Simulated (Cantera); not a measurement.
What does this Cantera script print?

```python
import numpy as np
import cantera as ct

gas_names = """
    B BO BO2 B2 B2O B2O2 B2O3 O O2 O3
""".split()
cond_names = """
    B(b) B(L) B2O3(L)
""".split()


# ... load() reads the species with a 1 bar reference pressure and builds the phases ...
atoms = {
    'B2O3': {'B': 2, 'O': 3},
    'O2': {'O': 2},
}
top_T = {}  # K; cautious upper limits of use, not melting points


# ... equilibrate(T, P, feed) seeds the gas with the atoms and calls Mixture.equilibrate('TP', solver="vcs", rtol=1e-11, max_steps=5000) ...
results = []
feed = {'B2O3': 1, 'O2': 7.9}  # mol
P = 133.322  # Pa
for T in [1098, 1173, 1248, 1323, 1398, 1473, 1548, 1623, 1698, 1773, 1848, 1923]:
    mix = equilibrate(T, P, feed)
    results.append((T, P, feed, dict(zip(mix.species_names, mix.species_moles))))

top = {s: max(r[3][s] / sum(r[3][g] for g in gas_names) for r in results) for s in gas_names}
cols = sorted((s for s in top if top[s] > 1e-05), key=lambda s: -top[s])[:9]
seen = [c for c in cond_names if any(r[3].get(c, 0) > 1e-12 for r in results)]
print("log10 of partial pressures in bar; condensed amounts in mol")
print(f"{'T/K':>10s}" + "".join(f"{s[:9]:>10s}" for s in cols + seen))
for T, P, feed, n in results:
    ng = sum(n[g] for g in gas_names)
    print(f"{T:10.4g}" + "".join(f"{np.log10(max(n[s] / ng * P / 1e5, 1e-99)):10.3f}" for s in cols)
          + "".join(f"{n.get(c, 0):10.4g}" for c in seen))
```

Result:

```
log10 of partial pressures in bar; condensed amounts in mol
       T/K        O2      B2O3       BO2         O        BO   B2O3(L)
      1098    -2.875    -9.626    -9.889   -10.062   -18.123         1
      1173    -2.875    -8.429    -8.879    -9.292   -16.262         1
      1248    -2.875    -7.382    -7.993    -8.614   -14.628    0.9997
      1323    -2.875    -6.459    -7.209    -8.013   -13.184    0.9978
      1398    -2.876    -5.640    -6.513    -7.475   -11.897    0.9855
      1473    -2.880    -4.908    -5.890    -6.994   -10.744    0.9222
      1548    -2.895    -4.251    -5.332    -6.565    -9.702    0.6376
      1623    -2.929    -3.843    -4.925    -6.185    -8.846         0
      1698    -2.931    -3.854    -4.737    -5.824    -8.265         0
      1773    -2.933    -3.869    -4.568    -5.494    -7.736         0
      1848    -2.936    -3.889    -4.417    -5.191    -7.254         0
      1923    -2.940    -3.916    -4.282    -4.912    -6.814         0
```

Equilibrium computed with Cantera from the NASA thermochemical tables; the gas is ideal and each condensed phase is pure.
